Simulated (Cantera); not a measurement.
An isothermal, constant-pressure homogeneous reactor starts with C2H6 : H2 = 1 : 6.1 (molar parts), at 1398 K and 750 Torr. Integrator tolerance rtol = 1e-08.

Detailed kinetics in Cantera: GRI-Mech 3.0 (53 species, 325 reactions). GRI-Mech 3.0 stops at C3 and has no aromatics, soot or wall deposition, so with more carbon than oxygen in the feed, carbon stays in small species such as C2H2 where larger ones or solid carbon would form.

Q: What does this change do: C2H6 1 to 0.39 parts?

A: 
```csv
quantity,before,after
x(C2H6) at 2.00 s,0.000205 (gas-phase equilibrium 0.000143),6.22e-5 (gas-phase equilibrium 3.08e-5)
x(H2) at 2.00 s,0.775 (gas-phase equilibrium 0.754),0.892 (gas-phase equilibrium 0.885)
x(CH3) at 2.00 s,2.55e-5 (gas-phase equilibrium 2.43e-5),1.25e-5 (gas-phase equilibrium 1.13e-5)
x(CH4) at 2.00 s,0.186 (gas-phase equilibrium 0.221),0.0977 (gas-phase equilibrium 0.111)
x(C2H) at 2.00 s,1.54e-10 (gas-phase equilibrium 7.85e-11),3.63e-11 (gas-phase equilibrium 1.13e-11)
x(C2H2) at 2.00 s,0.0237 (gas-phase equilibrium 0.0150),0.00593 (gas-phase equilibrium 0.00234)
x(C2H4) at 2.00 s,0.0150 (gas-phase equilibrium 0.00953),0.00426 (gas-phase equilibrium 0.00175)
```

Q: What does this change do: C2H6 1 to 0.46 parts?

A: 
| quantity | before | after |
|---|---|---|
| x(C2H6) at 2.00 s | 0.000205 (gas-phase equilibrium 0.000143) | 7.81e-5 (gas-phase equilibrium 4.13e-5) |
| x(H2) at 2.00 s | 0.775 (gas-phase equilibrium 0.754) | 0.876 (gas-phase equilibrium 0.867) |
| x(CH3) at 2.00 s | 2.55e-5 (gas-phase equilibrium 2.43e-5) | 1.44e-5 (gas-phase equilibrium 1.31e-5) |
| x(CH4) at 2.00 s | 0.186 (gas-phase equilibrium 0.221) | 0.111 (gas-phase equilibrium 0.128) |
| x(C2H) at 2.00 s | 1.54e-10 (gas-phase equilibrium 7.85e-11) | 4.70e-11 (gas-phase equilibrium 1.60e-11) |
| x(C2H2) at 2.00 s | 0.0237 (gas-phase equilibrium 0.0150) | 0.00759 (gas-phase equilibrium 0.00328) |
| x(C2H4) at 2.00 s | 0.0150 (gas-phase equilibrium 0.00953) | 0.00538 (gas-phase equilibrium 0.00240) |
